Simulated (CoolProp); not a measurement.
Model: reference Helmholtz-energy equation of state, Wagner 2002, in CoolProp.

Give the vapour pressure (kPa), liquid density (kg/m³), liquid viscosity (µPa s) of saturated water at 503.5 K.


```tsv
T (K)	p (kPa)	liquid density (kg/m³)	liquid viscosity (µPa s)
503.5	2820	827	116
```

Viscosity comes from a separate model (Huber 2009).
